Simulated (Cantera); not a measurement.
Input: 1 mol n-butane, 0.43 mol NH3, 1.7 mol N2, equilibrated at 0.825 Torr.

Equilibrium computed with Cantera from the NASA thermochemical tables; the gas is ideal and each condensed phase is pure. Candidate condensed phases: C, C6H6, C7H8, C8H18; 92 gas species. Equilibrium is a limit: real reactors are often held back by kinetics, nucleation or transport.

x: gas mole fraction; n: condensed amount in mol.

```json
[
 {"T (K)": "1698", "x H2": "0.743", "x N2": "0.252", "x H": "0.00376", "x HCN": "[?]", "n C(graphite)": "3.99"},
 {"T (K)": "1748", "x H2": "0.740", "x N2": "0.252", "x H": "0.00593", "x HCN": "[?]", "n C(graphite)": "3.98"},
 {"T (K)": "1798", "x H2": "0.737", "x N2": "0.251", "x H": "0.00912", "x HCN": "[?]", "n C(graphite)": "3.98"},
 {"T (K)": "1848", "x H2": "0.733", "x N2": "0.250", "x H": "0.0137", "x HCN": "[?]", "n C(graphite)": "3.97"},
 {"T (K)": "1898", "x H2": "0.727", "x N2": "0.249", "x H": "0.0201", "x HCN": "[?]", "n C(graphite)": "3.96"},
 {"T (K)": "1948", "x H2": "0.718", "x N2": "0.247", "x H": "0.0289", "x HCN": "[?]", "n C(graphite)": "3.95"},
 {"T (K)": "1998", "x H2": "0.707", "x N2": "0.245", "x H": "0.0407", "x HCN": "[?]", "n C(graphite)": "3.94"},
 {"T (K)": "2048", "x H2": "0.693", "x N2": "0.242", "x H": "0.0562", "x HCN": "[?]", "n C(graphite)": "3.93"},
 {"T (K)": "2098", "x H2": "0.675", "x N2": "0.239", "x H": "0.0762", "x HCN": "[?]", "n C(graphite)": "3.91"},
 {"T (K)": "2148", "x H2": "0.652", "x N2": "0.235", "x H": "0.101", "x HCN": "[?]", "n C(graphite)": "3.89"}
]
```

### Question
Fill in the missing entries.

### Answer

- 1698, x HCN: 0.00157
- 1748, x HCN: 0.00204
- 1798, x HCN: 0.00261
- 1848, x HCN: 0.00330
- 1898, x HCN: 0.00410
- 1948, x HCN: 0.00503
- 1998, x HCN: 0.00609
- 2048, x HCN: 0.00727
- 2098, x HCN: 0.00855
- 2148, x HCN: 0.00992
